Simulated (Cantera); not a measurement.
Charge: 1 mol KCl, 0.46 mol HF, 3.6 mol H2, at 19.0 mbar.

Method: chemical equilibrium by Gibbs-energy minimisation in Cantera with the NASA 1993 tables (ideal gas, pure condensed phases). Candidate condensed phases: K, KCl, KF, KHF2; 23 gas species. Equilibrium is a limit: real reactors are often held back by kinetics, nucleation or transport.

Question: At 1000 °C, list the 4 most abundant gas species with their mole fractions, and the condensed phases.

Answer: H2 0.722, KCl 0.166, HF 0.0873, K2Cl2 0.0147. Condensed: gas only.
